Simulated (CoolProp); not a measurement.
Vapour-liquid equilibrium of dimethyl ether (1) + isobutane (2) at 205.6 K; x and y are mole fractions of (1).

Values from CoolProp's multi-fluid Helmholtz-energy mixture model, Wu 2011 and Bücker 2006; pair parameters Bell 2016.

```json
[
 {"x": "0.05", "bubble pressure, mixture model (MPa)": "0.006455", "bubble pressure, Raoult's law (MPa)": "0.005872", "y, mixture model": "0.165", "y, Raoult's law": "0.085"},
 {"x": "0.125", "bubble pressure, mixture model (MPa)": "0.007420", "bubble pressure, Raoult's law (MPa)": "0.006194", "y, mixture model": "0.324", "y, Raoult's law": "0.201"},
 {"x": "0.2", "bubble pressure, mixture model (MPa)": "0.008163", "bubble pressure, Raoult's law (MPa)": "0.006516", "y, mixture model": "0.427", "y, Raoult's law": "0.306"},
 {"x": "0.275", "bubble pressure, mixture model (MPa)": "0.008737", "bubble pressure, Raoult's law (MPa)": "0.006839", "y, mixture model": "0.500", "y, Raoult's law": "0.400"},
 {"x": "0.35", "bubble pressure, mixture model (MPa)": "0.009180", "bubble pressure, Raoult's law (MPa)": "0.007161", "y, mixture model": "0.556", "y, Raoult's law": "0.487"},
 {"x": "0.425", "bubble pressure, mixture model (MPa)": "0.009524", "bubble pressure, Raoult's law (MPa)": "0.007483", "y, mixture model": "0.603", "y, Raoult's law": "0.565"},
 {"x": "0.5", "bubble pressure, mixture model (MPa)": "0.009792", "bubble pressure, Raoult's law (MPa)": "0.007805", "y, mixture model": "0.643", "y, Raoult's law": "0.638"},
 {"x": "0.575", "bubble pressure, mixture model (MPa)": "0.010000", "bubble pressure, Raoult's law (MPa)": "0.008128", "y, mixture model": "0.680", "y, Raoult's law": "0.704"},
 {"x": "0.65", "bubble pressure, mixture model (MPa)": "0.01016", "bubble pressure, Raoult's law (MPa)": "0.008450", "y, mixture model": "0.718", "y, Raoult's law": "0.766"},
 {"x": "0.725", "bubble pressure, mixture model (MPa)": "0.01026", "bubble pressure, Raoult's law (MPa)": "0.008772", "y, mixture model": "0.758", "y, Raoult's law": "0.823"},
 {"x": "0.8", "bubble pressure, mixture model (MPa)": "0.01031", "bubble pressure, Raoult's law (MPa)": "0.009095", "y, mixture model": "0.804", "y, Raoult's law": "0.876"},
 {"x": "0.875", "bubble pressure, mixture model (MPa)": "0.01028", "bubble pressure, Raoult's law (MPa)": "0.009417", "y, mixture model": "0.861", "y, Raoult's law": "0.925"},
 {"x": "0.95", "bubble pressure, mixture model (MPa)": "0.01014", "bubble pressure, Raoult's law (MPa)": "0.009739", "y, mixture model": "0.935", "y, Raoult's law": "0.971"}
]
```

The largest gap from Raoult's law is +28.2 % in bubble pressure, at x = 0.35. y crosses x between x = 0.8 and 0.875: the model has an azeotrope there.

Pair parameters are fitted to limited data, so mixtures are less certain than the pure fluids.
